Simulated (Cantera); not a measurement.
Feed: 1 mol TiCl₄, 8.2 mol O₂, 56 mol H₂, equilibrated at 1075 K and 26.0 Pa.

Equilibrium computed with Cantera from the NASA thermochemical tables; the gas is ideal and each condensed phase is pure. Candidate condensed phases: H₂O, Ti, TiCl₂, TiCl₃, TiCl₄, TiO, TiO₂, Ti₂O₃, Ti₃O₅, Ti₄O₇; 23 gas species. Condensed phases not in the tables: TiOCl. Kinetics and transport are ignored.

Question: What is the equilibrium state?

Answer: 
| Quantity | Result |
|---|---|
| x(H₂) | 0.683 |
| x(H₂O) | 0.248 |
| x(HCl) | 0.0690 |
| n(TiO₂(rutile)) | 1.00 mol |
| gas amount | 58.00 mol |
| log10 activity of Ti₄O₇(s) (absent) | -3.21 |
| log10 activity of Ti₃O₅(s) (absent) | -3.44 |
| log10 activity of Ti₂O₃(s) (absent) | -3.83 |
